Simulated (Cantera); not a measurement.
Charge: 1 mol MgO, 7.7 mol C, 1.1 mol H2, at 0.100 bar.

Equilibrium computed with Cantera from the NASA thermochemical tables; the gas is ideal and each condensed phase is pure. Candidate condensed phases: C, C6H6, C7H8, C8H18, H2O, Mg, MgCO3, MgO, Mg(OH)2; 116 gas species. Kinetics and transport are ignored.

What share of the Mg ends up in condensed phases as a function of T (°C), at 927, 977, 1027, 1077, 1127, 1177, 1227, 1277, 1327?


```
T (°C)  Mg condensed (%)      as
------  ----------------  ------
927                100.0  MgO(s)
977                100.0  MgO(s)
1027               100.0  MgO(s)
1077                99.9  MgO(s)
1127                99.9  MgO(s)
1177                99.6  MgO(s)
1227                99.1  MgO(s)
1277                98.1  MgO(s)
1327                95.7  MgO(s)
```
